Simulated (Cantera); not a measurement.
Charge: 1 mol Si, 0.027 mol CO₂, 270 mol N₂, 0.071 mol N₂O, held at 1277 °C and 0.680 bar.

Cantera equilibrium calculation (NASA polynomials, part measured and part estimated; ideal gas, pure solids and liquids). Candidate condensed phases: C, Si, SiC, SiO₂, Si₂N₂O, Si₃N₄; 34 gas species. Mutual solubility and eutectic melting of coexisting phases are not modelled. Equilibrium is a limit: real reactors are often held back by kinetics, nucleation or transport.

Base state: N₂ 1.000, CO 0.000100 (mole fractions); condensed: Si₂N₂O(s) + Si₃N₄(s).

**Question.** What changes in the equilibrium state with this change: pressure from 0.680 bar to 3.20e-6 bar?

**Answer.** 
```
species           before     after
--------------  --------  --------
N₂                 1.000     0.996
Si                 <1e-9   0.00329
SiO              2.33e-7  0.000367
CO              0.000100   9.38e-5
Si₂N₂O(s), mol    0.0979         0
Si₃N₄(s), mol      0.268         0
```

**Question.** What changes in the equilibrium state with this change: temperature from 1277 °C to 1552 °C?

**Answer.** 
```json
[
 {"species": "N₂", "before": "1.000", "after": "1.000"},
 {"species": "SiO", "before": "2.33e-7", "after": "0.000191"},
 {"species": "CO", "before": "0.000100", "after": "0.000100"},
 {"species": "Si₂N₂O(s), mol", "before": "0.0979", "after": "0.0465"},
 {"species": "Si₃N₄(s), mol", "before": "0.268", "after": "0.285"}
]
```

**Question.** What changes in the equilibrium state with this change: pressure from 0.680 bar to 2.00e-6 bar?

**Answer.** 
```tsv
species	before	after
N₂	1.000	0.996
Si	<1e-9	0.00331
SiO	2.33e-7	0.000364
CO	0.000100	9.72e-5
Si₂N₂O(s), mol	0.0979	0
Si₃N₄(s), mol	0.268	0
```
